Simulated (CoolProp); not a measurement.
The numbers come from the reference Helmholtz-energy equation of state, Aleksandrov 2011 in CoolProp. It is a short technical equation, of lower accuracy than the large ones.

### Question
Give the vapour pressure (MPa), liquid density (kg/m³), vapour density (kg/m³), enthalpy of vaporisation (kJ/kg) of saturated n-undecane at 229.85, 253.75 °C.

### Answer
```csv
T (°C),p (MPa),liquid density (kg/m³),vapour density (kg/m³),enthalpy of vaporisation (kJ/kg)
229.85,0.218,567,9.24,242
253.75,0.349,541,14.9,224
```
